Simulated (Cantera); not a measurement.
Input (Python, Cantera) and output of one run.

```python
import numpy as np
import cantera as ct

gas_names = """
    CL CLO CL2 H HCL HOCL HO2 H2 H2O H2O2 O OH O2 O3 Si SiCL SiCL2 SiCL3 SiCL4 SiH SiHCL3 SiH2 SiH2CL2
    SiH3 SiH3CL SiH4 SiO SiO2 Si2 Si3
""".split()
cond_names = """
    H2O(s) H2O(L) Si(cr) Si(L) SiO2(Lqz) SiO2(hqz) SiO2(L)
""".split()


# ... load() reads the species with a 1 bar reference pressure and builds the phases ...
atoms = {
    'SiO2': {'Si': 1, 'O': 2},
    'HCl': {'H': 1, 'CL': 1},
    'O2': {'O': 2},
    'Cl2': {'CL': 2},
}
top_T = {}  # K; cautious upper limits of use, not melting points


# ... equilibrate(T, P, feed) seeds the gas with the atoms and calls Mixture.equilibrate('TP', solver="vcs", rtol=1e-11, max_steps=5000) ...
results = []
feed = {'SiO2': 1, 'HCl': 1.7, 'O2': 5.9, 'Cl2': 2.6}  # mol
T = 650  # K
P = 5  # Pa
mix = equilibrate(T, P, feed)
results.append((T, P, feed, dict(zip(mix.species_names, mix.species_moles))))
x = sorted(zip(gas.X, gas.species_names), reverse=True)
print(f"T = {T:g} K  P = {P:g} Pa  gas = {mix.phase_moles(0):.4g} mol")
print("   x: " + "  ".join(f"{s} {v:.3e}" for v, s in x if v > 1e-06))
print("   condensed (mol): " + ("  ".join(f"{mix.phase(i).name} {mix.phase_moles(i):.4g}"
      for i in range(1, mix.n_phases) if mix.phase_moles(i) > 1e-12) or "none"))
```

It prints:

```
T = 650 K  P = 5 Pa  gas = 10.16 mol
   x: O2 5.769e-01  CL2 2.630e-01  HCL 1.528e-01  H2O 7.219e-03  CL 9.426e-06
   condensed (mol): SiO2(Lqz) 1
```

Cantera equilibrium calculation (NASA polynomials, part measured and part estimated; ideal gas, pure solids and liquids).
